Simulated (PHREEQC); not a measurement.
4.2 g of hydrous ferric oxide (600 m²/g; 0.2 weak and 0.005 strong sites per Fe, Dzombak-Morel constants, diffuse double layer) in 1 kg of water with 0.05 mol/kgw of an inert sodium salt and 0.022 mmol/kgw BaCl2, at 25 °C; the pH is set by adding NaOH or the inert anion's acid. Oxygen alone is held at its pressure in air (log pO2 = -0.68). No CO2 enters from the air. No solid was allowed to form.

Equilibrium calculation in PHREEQC: ion-association model, wateq4f.dat.

```json
[
 {"pH": "3", "Ba sorbed (%)": "0.0", "surface charge σ (C/m²)": "0.358", "surface potential ψ (mV)": "167"},
 {"pH": "3.5", "Ba sorbed (%)": "0.0", "surface charge σ (C/m²)": "0.337", "surface potential ψ (mV)": "165"},
 {"pH": "4.5", "Ba sorbed (%)": "0.0", "surface charge σ (C/m²)": "0.241", "surface potential ψ (mV)": "148"},
 {"pH": "5", "Ba sorbed (%)": "0.0", "surface charge σ (C/m²)": "0.183", "surface potential ψ (mV)": "134"},
 {"pH": "5.5", "Ba sorbed (%)": "0.2", "surface charge σ (C/m²)": "0.131", "surface potential ψ (mV)": "118"},
 {"pH": "6.5", "Ba sorbed (%)": "?", "surface charge σ (C/m²)": "0.058", "surface potential ψ (mV)": "?"},
 {"pH": "7", "Ba sorbed (%)": "23.5", "surface charge σ (C/m²)": "?", "surface potential ψ (mV)": "56"},
 {"pH": "7.5", "Ba sorbed (%)": "?", "surface charge σ (C/m²)": "0.017", "surface potential ψ (mV)": "?"},
 {"pH": "8.5", "Ba sorbed (%)": "99.0", "surface charge σ (C/m²)": "-0.010", "surface potential ψ (mV)": "-20"},
 {"pH": "9", "Ba sorbed (%)": "99.9", "surface charge σ (C/m²)": "-0.026", "surface potential ψ (mV)": "-44"},
 {"pH": "9.5", "Ba sorbed (%)": "100.0", "surface charge σ (C/m²)": "?", "surface potential ψ (mV)": "?"},
 {"pH": "10.5", "Ba sorbed (%)": "100.0", "surface charge σ (C/m²)": "-0.111", "surface potential ψ (mV)": "-110"},
 {"pH": "11", "Ba sorbed (%)": "100.0", "surface charge σ (C/m²)": "-0.159", "surface potential ψ (mV)": "-127"}
]
```

Problem. Complete the blanks.

Solution. 
- 6.5, Ba sorbed (%): 4.9
- 6.5, surface potential ψ (mV): 78
- 7, surface charge σ (C/m²): 0.034
- 7.5, Ba sorbed (%): 66.4
- 7.5, surface potential ψ (mV): 31
- 9.5, surface charge σ (C/m²): -0.046
- 9.5, surface potential ψ (mV): -68

The oxide is taken as insoluble; below pH 4 it would dissolve.
